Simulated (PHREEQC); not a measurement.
Solution (20 °C): 0.7 mol/kgw HF, 5e-05 mol/kgw KF and 0.012 mol/kgw HCl. It is in equilibrium with CO2 at log p = -3.5 (atm). Otherwise closed; pH follows from the charge balance.

Equilibrium calculation in PHREEQC: ion-association model, phreeqc.dat.

```json
{
 "pH": "1.34",
 "ionic_strength": "0.0537 mol/kgw",
 "activity_of_water": "0.987",
 "density": "1.004 g/cm³",
 "total_alkalinity": "-712 meq/kg"
}
```

```json
[
 {"species": "HF", "molality": "0.629", "activity": "0.637", "log γ": "0.005"},
 {"species": "H+", "molality": "0.0536", "activity": "0.0457", "log γ": "-0.070"},
 {"species": "HF2-", "molality": "0.0291", "activity": "0.0238", "log γ": "-0.087"},
 {"species": "F-", "molality": "0.0126", "activity": "0.0102", "log γ": "-0.093"},
 {"species": "Cl-", "molality": "0.0120", "activity": "0.00973", "log γ": "-0.091"},
 {"species": "K+", "molality": "5.00e-5", "activity": "4.05e-5", "log γ": "-0.092"},
 {"species": "CO2", "molality": "1.22e-5", "activity": "1.24e-5", "log γ": "0.005"}
]
```

This is a speciation only: nothing precipitates in the calculation.
